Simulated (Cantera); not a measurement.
Cantera run:

```python
import numpy as np
import cantera as ct

gas_names = [...]  # 148 gases of nasa_gas.yaml made of Al, C, H, N, O
cond_names = """
    AL(cr) AL(L) ALN(s) AL2O3(a) AL2O3(L) C(gr) C6H6(L) C7H8(L) C8H18(L),n-octa H2O(s) H2O(L)
""".split()


# ... load() reads the species with a 1 bar reference pressure and builds the phases ...
atoms = {
    'Al(CH3)3': {'AL': 1, 'C': 3, 'H': 9},
    'N2O': {'N': 2, 'O': 1},
    'N2': {'N': 2},
}
top_T = {'ALN(s)': 2750, 'C(gr)': 4500}  # K; cautious upper limits of use, not melting points


# ... equilibrate(T, P, feed) seeds the gas with the atoms and calls Mixture.equilibrate('TP', solver="vcs", rtol=1e-11, max_steps=5000) ...
results = []
feed = {'Al(CH3)3': 1, 'N2O': 2.7, 'N2': 630}  # mol
T = 673.15  # K
P = 1333.22  # Pa
mix = equilibrate(T, P, feed)
results.append((T, P, feed, dict(zip(mix.species_names, mix.species_moles))))
print(gas.report(threshold=1e-06))
for i in range(1, mix.n_phases):
    print(f"{mix.phase(i).name:16s} {mix.phase_moles(i):12.5e} mol")
```

It prints:

```
       temperature   673.15 K
          pressure   1333.2 Pa
           density   0.006631 kg/m^3
  mean mol. weight   27.837 kg/kmol
   phase of matter   gas

                          1 kg             1 kmol
                     ---------------   ---------------
          enthalpy         3.896e+05        1.0845e+07  J
   internal energy        1.8854e+05        5.2485e+06  J
           entropy            9038.9        2.5162e+05  J/K
    Gibbs function       -5.6949e+06       -1.5853e+08  J
 heat capacity c_p            1097.1             30540  J/K
 heat capacity c_v            798.42             22226  J/K

                      mass frac. Y      mole frac. X     chem. pot. / RT
                     ---------------   ---------------   ---------------
               CH4        5.5804e-06         9.683e-06           -52.881
                CO         0.0012352         0.0012276           -55.453
               CO2        0.00041941        0.00026529           -109.85
                H2        0.00050042         0.0069099           -25.913
               H2O        7.9106e-05        0.00012224            -80.31
                N2           0.99776           0.99147            -28.28
     [ +142 minor]        6.2819e-08        1.0257e-07

AL(cr)            0.00000e+00 mol
ALN(s)            0.00000e+00 mol
AL2O3(a)          5.00000e-01 mol
C(gr)             2.04112e+00 mol
```

These are equilibrium values from Cantera (NASA tables, ideal gas, pure condensed phases), not measurements of a reactor. The feed counts by its element totals alone.
